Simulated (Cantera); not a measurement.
A closed system holds: 1 mol CuO, 3.7 mol C, 0.014 mol CO, equilibrated at 973.15 K and 1.00 bar.

These are equilibrium values from Cantera (NASA tables, ideal gas, pure condensed phases), not measurements of a reactor. Candidate condensed phases: C, Cu, CuO, Cu2O; 15 gas species. The numbers say what is thermodynamically allowed, not how fast it happens.

Base state: CO 0.618, CO2 0.382 (mole fractions); condensed: C(graphite) + Cu(s).

Task: What changes in the equilibrium state with this change: 0.0013 mol CH4 added?

Result: 
| species | before | after |
|---|---|---|
| CO | 0.618 | 0.616 |
| CO2 | 0.382 | 0.380 |
| H2 | 0 | 0.00255 |
| H2O | 0 | 0.000977 |
| C(graphite), mol | 2.98 | 2.98 |
| Cu(s), mol | 1.00 | 1.00 |
Further candidate phases: C6H6, C7H8, C8H18, Cu(OH)2, H2O.
